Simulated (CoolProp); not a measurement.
Vapour-liquid equilibrium of C2F6 (R116) (1) + R22 (2) at -3.05 °C; x and y are mole fractions of (1).

Model: multi-fluid Helmholtz-energy mixture model, Lemmon 2006 and Kamei 1995; pair parameters Bell 2016, in CoolProp.

```tsv
x	bubble pressure, mixture model (kPa)	bubble pressure, Raoult's law (kPa)	y, mixture model	y, Raoult's law
0.05	668.7	512.9	0.326	0.166
0.15	972.0	637.8	0.544	0.400
0.25	1157	762.7	0.628	0.557
0.35	1278	887.7	0.675	0.670
0.45	1367	1013	0.710	0.755
0.55	1443	1138	0.743	0.822
0.65	1514	1263	0.780	0.875
0.75	1582	1387	0.825	0.919
0.85	1642	1512	0.883	0.955
0.95	1687	1637	0.956	0.986
```

The largest gap from Raoult's law is +52.4 % in bubble pressure, at x = 0.15. No azeotrope shows between x = 0.05 and 0.95.

The pair parameters rest on a limited set of measurements; away from them the model extrapolates. With so large a gap from Raoult's law the liquid may split in two, which this calculation doesn't test in full.
